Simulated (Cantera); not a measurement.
What does this Cantera script print?

```python
import numpy as np
import cantera as ct

gas_names = """
    O2 ZrO2
""".split()
cond_names = """
    Cu(cr) Cu(L) Cu2O(s) Cu2O(L) Ti(a) Ti(b) Ti(L) Ti3O5(a) Ti3O5(b) Ti3O5(L) Zr(a) Zr(b) Zr(L) ZrO2(a)
    ZrO2(b) ZrO2(L)
""".split()


# ... load() reads the species with a 1 bar reference pressure and builds the phases ...
species = {s.name: s for s in load("nasa_gas.yaml", gas_names) + load("nasa_condensed.yaml", cond_names)}
# Each term lists the table entries of one substance; the one whose range holds T is used.
reactions = {
    '4 Cu + O2(g) = 2 Cu2O':
        [(-4, ['Cu(cr)', 'Cu(L)']), (-1, ['O2']), (2, ['Cu2O(s)', 'Cu2O(L)'])],
    '1.2 Ti + O2(g) = 0.4 Ti3O5':
        [(-1.2, ['Ti(a)', 'Ti(b)', 'Ti(L)']), (-1, ['O2']), (0.4, ['Ti3O5(a)', 'Ti3O5(b)', 'Ti3O5(L)'])],
    'Zr + O2(g) = ZrO2':
        [(-1, ['Zr(a)', 'Zr(b)', 'Zr(L)']), (-1, ['O2']), (1, ['ZrO2(a)', 'ZrO2(b)', 'ZrO2(L)'])],
    'Zr + O2(g) = ZrO2(g)':
        [(-1, ['Zr(a)', 'Zr(b)', 'Zr(L)']), (-1, ['O2']), (1, ['ZrO2'])],
}


def pick(names, T):
    return next(species[n] for n in names if species[n].thermo.min_temp <= T <= species[n].thermo.max_temp)


results = []
for label, terms in reactions.items():
    print(label)
    print("     T/K   dH/kJ  dS/(J/K)   dG/kJ   log10 K")
    for T in [1350, 1400, 1450, 1500, 1550, 1600, 1650, 1700, 1750, 1800, 1850]:
        used = [(nu, pick(names, T)) for nu, names in terms]
        dH = sum(nu * s.thermo.h(T) for nu, s in used) / 1e6
        dS = sum(nu * s.thermo.s(T) for nu, s in used) / 1e3
        dG = dH - T * dS / 1e3
        logK = -dG * 1e6 / (ct.gas_constant * T * np.log(10))
        results.append((label, T, dH, dS, dG, logK, [s.name for _, s in used]))
        print(f"{T:8g} {dH:8.1f} {dS:8.1f} {dG:8.1f} {logK:8.2f}")
```

Output:

```
4 Cu + O2(g) = 2 Cu2O
     T/K   dH/kJ  dS/(J/K)   dG/kJ   log10 K
    1350   -330.5   -140.2   -141.3     5.47
    1400   -382.3   -178.3   -132.7     4.95
    1450   -381.3   -177.6   -123.8     4.46
    1500   -380.2   -176.9   -114.9     4.00
    1550   -249.2    -90.5   -108.9     3.67
    1600   -247.6    -89.5   -104.4     3.41
    1650   -246.0    -88.5   -100.0     3.16
    1700   -244.4    -87.5    -95.6     2.94
    1750   -242.8    -86.6    -91.2     2.72
    1800   -241.3    -85.7    -86.9     2.52
    1850   -239.7    -84.9    -82.6     2.33
1.2 Ti + O2(g) = 0.4 Ti3O5
     T/K   dH/kJ  dS/(J/K)   dG/kJ   log10 K
    1350   -972.1   -167.8   -745.6    28.85
    1400   -971.2   -167.1   -737.2    27.51
    1450   -970.3   -166.5   -728.9    26.26
    1500   -969.4   -165.9   -720.6    25.09
    1550   -968.5   -165.3   -712.3    24.00
    1600   -967.6   -164.7   -704.1    22.98
    1650   -966.8   -164.2   -695.8    22.03
    1700   -965.9   -163.7   -687.6    21.13
    1750   -965.0   -163.2   -679.5    20.28
    1800   -964.2   -162.7   -671.3    19.48
    1850   -963.3   -162.2   -663.2    18.73
Zr + O2(g) = ZrO2
     T/K   dH/kJ  dS/(J/K)   dG/kJ   log10 K
    1350  -1090.5   -182.8   -843.8    32.65
    1400  -1089.9   -182.3   -834.7    31.14
    1450  -1089.2   -181.8   -825.6    29.74
    1500  -1082.6   -177.4   -816.6    28.43
    1550  -1082.3   -177.1   -807.7    27.22
    1600  -1081.9   -176.9   -798.9    26.08
    1650  -1081.5   -176.7   -790.0    25.01
    1700  -1081.2   -176.5   -781.2    24.00
    1750  -1080.9   -176.3   -772.4    23.05
    1800  -1080.7   -176.2   -763.5    22.16
    1850  -1080.5   -176.1   -754.7    21.31
Zr + O2(g) = ZrO2(g)
     T/K   dH/kJ  dS/(J/K)   dG/kJ   log10 K
    1350   -298.3     15.1   -318.6    12.33
    1400   -298.7     14.8   -319.4    11.92
    1450   -299.1     14.5   -320.1    11.53
    1500   -299.6     14.2   -320.8    11.17
    1550   -300.0     13.9   -321.5    10.83
    1600   -300.5     13.6   -322.2    10.52
    1650   -301.0     13.2   -322.9    10.22
    1700   -301.6     12.9   -323.5     9.94
    1750   -302.1     12.6   -324.2     9.68
    1800   -302.7     12.3   -324.8     9.43
    1850   -303.3     11.9   -325.4     9.19
```

Source: NASA polynomial tables (part measured, part estimated), evaluated in Cantera. Condensed species are held in their standard states even where they would react or evaporate.
